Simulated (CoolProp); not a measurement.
A simple Rankine cycle with n-hexane: condensing at 313.15 K, boiler at 1.34 MPa, turbine inlet 599 K, turbine efficiency 0.75, pump efficiency 0.6, no recuperator. Each further row changes one setting.

Values from CoolProp's reference Helmholtz-energy equation of state, Thol 2019.

| case | thermal efficiency (%) | net work (kJ/kg) | heat in (kJ/kg) | turbine exit temperature (K) | volume ratio over the turbine |
|---|---|---|---|---|---|
| as stated | 13.7 | 138 | 1010 | 541.7 | 35.6 |
| condensing temperature 305.15 K | 14.6 | 150 | 1020 | 537.2 | 48.5 |
| boiler pressure 0.938 MPa | 12.5 | 127 | 1010 | … | … |
| turbine efficiency 0.65 | 11.8 | 119 | 1010 | … | 36.0 |

### Question
Fill in the missing entries.

### Answer

- boiler pressure 0.938 MPa, turbine exit temperature (K): 548.4
- boiler pressure 0.938 MPa, volume ratio over the turbine: 24.5
- turbine efficiency 0.65, turbine exit temperature (K): 548.6
